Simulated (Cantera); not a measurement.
A diamond (100) surface in a fixed gas of H2 with x(CH4) = 0.026, x(H) = 0.016, x(CH3) = 0.00062, at 1123 K; coverages are run to steady state.

Model: the Harris–Goodwin 1993 mechanism for the reconstructed diamond (100) surface, integrated in Cantera.

θ: site fractions in the mechanism's names (c6HH fully hydrogenated, c6H* and c6*H radical sites, c6** diradical, c6HM methylated).

| P (Pa) | growth (µm/h) | θ c6HH | θ c6H* | θ c6*H | θ c6** | θ c6HM |
|---|---|---|---|---|---|---|
| 1000 | … | 0.489 | 0.0300 | 0.450 | 0.0205 | 0.00670 |
| 1500 | … | 0.488 | 0.0299 | 0.449 | 0.0205 | 0.00797 |
| 2100 | … | 0.487 | 0.0299 | 0.449 | 0.0205 | 0.00894 |
| 3100 | … | 0.486 | 0.0299 | 0.448 | 0.0205 | 0.00991 |
| 4400 | … | 0.486 | 0.0299 | 0.447 | 0.0204 | 0.0106 |
| 6400 | … | 0.485 | 0.0299 | 0.447 | 0.0204 | 0.0112 |
| 9200 | … | 0.485 | 0.0300 | 0.446 | 0.0204 | 0.0117 |
| 13000 | … | 0.485 | 0.0301 | 0.446 | 0.0205 | 0.0120 |

Complete the blanks.


- 1000, growth (µm/h): 2.84
- 1500, growth (µm/h): 5.00
- 2100, growth (µm/h): 7.78
- 3100, growth (µm/h): 12.6
- 4400, growth (µm/h): 19.2
- 6400, growth (µm/h): 29.4
- 9200, growth (µm/h): 43.8
- 13000, growth (µm/h): 63.6
